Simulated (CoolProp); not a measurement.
A Linde-Hampson liquefier for carbon monoxide: isothermal reversible compression at 300 K from 1 atm to 15 MPa, throttling to 1 atm, return gas leaving the recuperator 2 K below the feed. Each further row changes one setting.

The numbers come from the reference Helmholtz-energy equation of state, Lemmon 2006 in CoolProp. It is a short technical equation, of lower accuracy than the large ones.

```
case                        liquid yield per pass  compression work (kJ/kg of gas)
--------------------------  ---------------------  -------------------------------
as stated                                   0.066                              444
high pressure 30 MPa                        0.097                              509
warm-end temperature 330 K                  0.048                              491
warm-end gap 7 K                            0.055                              444
```
